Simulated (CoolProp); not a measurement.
Saturation properties of R245fa.

Model: reference Helmholtz-energy equation of state, Akasaka 2015, in CoolProp.

```json
[
 {"T (°C)": "-63.45", "p (MPa)": "?", "enthalpy of vaporisation (kJ/kg)": "235.4", "liquid viscosity (µPa s)": "1460"},
 {"T (°C)": "-41.75", "p (MPa)": "0.005192", "enthalpy of vaporisation (kJ/kg)": "225.1", "liquid viscosity (µPa s)": "977"},
 {"T (°C)": "-20.05", "p (MPa)": "?", "enthalpy of vaporisation (kJ/kg)": "?", "liquid viscosity (µPa s)": "701"},
 {"T (°C)": "1.65", "p (MPa)": "0.05740", "enthalpy of vaporisation (kJ/kg)": "?", "liquid viscosity (µPa s)": "525"},
 {"T (°C)": "23.35", "p (MPa)": "0.1397", "enthalpy of vaporisation (kJ/kg)": "?", "liquid viscosity (µPa s)": "403"},
 {"T (°C)": "45.05", "p (MPa)": "0.2950", "enthalpy of vaporisation (kJ/kg)": "179.1", "liquid viscosity (µPa s)": "313"},
 {"T (°C)": "66.75", "p (MPa)": "0.5582", "enthalpy of vaporisation (kJ/kg)": "?", "liquid viscosity (µPa s)": "244"},
 {"T (°C)": "88.45", "p (MPa)": "0.9697", "enthalpy of vaporisation (kJ/kg)": "?", "liquid viscosity (µPa s)": "190"},
 {"T (°C)": "110.15", "p (MPa)": "?", "enthalpy of vaporisation (kJ/kg)": "124.6", "liquid viscosity (µPa s)": "146"}
]
```

Problem. Fill in the missing entries.

Solution. 
- -63.45, p (MPa): 0.0009813
- -20.05, p (MPa): 0.01956
- -20.05, enthalpy of vaporisation (kJ/kg): 214.7
- 1.65, enthalpy of vaporisation (kJ/kg): 203.9
- 23.35, enthalpy of vaporisation (kJ/kg): 192.2
- 66.75, enthalpy of vaporisation (kJ/kg): 164.2
- 88.45, enthalpy of vaporisation (kJ/kg): 146.6
- 110.15, p (MPa): 1.576

It boils at 15.0 °C under 1 atm.

Viscosity comes from a separate model (Bell 2016), an estimate that may be off by 10 % or more.
